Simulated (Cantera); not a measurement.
# Low-pressure radical oxidation in H2/O2

An isothermal, constant-pressure homogeneous reactor starts with 13.8 % H2, 86.2 % O2, at 923 K and 2400 Pa.

Model: the H2/O2 subset of GRI-Mech 3.0, which has no nitrogen chemistry, integrated in Cantera. Radical loss at walls, strong at low pressure, is not modelled. Below about 950 K walls govern HO2 and H2O2 in real vessels. The temperature is held fixed by assumption; the heat of reaction is taken as removed at once.

```csv
t (s),x H2,x O2,x H2O2,x OH,x O
1.00e-6,0.138,0.862,<1e-12,<1e-12,<1e-12
5.68e-6,0.138,0.862,<1e-12,<1e-12,<1e-12
3.23e-5,0.138,0.862,<1e-12,<1e-12,<1e-12
0.000184,0.138,0.862,<1e-12,7.41e-12,1.77e-11
0.00104,0.138,0.862,<1e-12,1.25e-9,3.66e-9
0.00593,0.0116,0.835,1.02e-6,0.00310,0.00994
0.0337,0.000319,0.852,3.90e-7,0.000127,0.000143
0.192,2.13e-5,0.852,1.13e-7,3.06e-5,8.15e-6
1.09,5.22e-7,0.852,2.46e-8,7.87e-6,4.63e-7
6.19,6.59e-9,0.852,5.01e-9,2.41e-6,4.33e-8
35.2,6.05e-10,0.852,1.08e-9,9.00e-7,6.11e-9
200,9.01e-11,0.852,2.20e-10,3.60e-7,9.81e-10
```
x: mole fraction; the columns are a selection and need not sum to one.

Equilibrium at this temperature and pressure: H2 7.60e-12, O2 0.852, H2O2 2.05e-11, OH 9.92e-8, O 7.48e-11 (gas phase only).
